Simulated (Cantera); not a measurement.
Pyrogenic steam for wet oxidation

An isothermal, constant-pressure homogeneous reactor starts with 49.4 % H₂, 30.9 % O₂, 19.8 % N₂, at 1150 K and 750 Torr.

Detailed kinetics in Cantera: the H2/O2 subset of GRI-Mech 3.0, which has no nitrogen chemistry. The temperature is held fixed by assumption; the heat of reaction is taken as removed at once.

```csv
t (s),x H₂,x O₂,x H,x HO₂,x O
0.000200,0.0262,0.0938,2.08e-5,0.000203,1.24e-5
0.000460,0.0239,0.0928,1.33e-5,0.000174,7.98e-6
0.00106,0.0198,0.0909,1.04e-5,0.000158,6.78e-6
0.00243,0.0135,0.0880,6.28e-6,0.000129,4.78e-6
0.00558,0.00683,0.0850,2.52e-6,8.69e-5,2.42e-6
0.0128,0.00242,0.0830,5.91e-7,4.32e-5,7.20e-7
0.0295,0.000665,0.0823,9.21e-8,1.59e-5,1.30e-7
0.0678,0.000143,0.0820,1.25e-8,4.43e-6,1.92e-8
0.156,1.57e-5,0.0820,1.16e-9,6.21e-7,2.21e-9
0.358,1.22e-7,0.0820,1.77e-11,1.73e-8,9.12e-10
0.823,1.02e-8,0.0820,7.33e-12,9.67e-9,2.18e-9
1.89,9.91e-9,0.0820,7.47e-12,9.49e-9,2.39e-9
4.35,9.90e-9,0.0820,7.47e-12,9.49e-9,2.40e-9
10.0,9.90e-9,0.0820,7.47e-12,9.49e-9,2.40e-9
```
x: mole fraction; the columns are a selection and need not sum to one.

Equilibrium at this temperature and pressure: H₂ 9.90e-9, O₂ 0.0820, H 7.47e-12, HO₂ 9.49e-9, O 2.40e-9 (gas phase only).
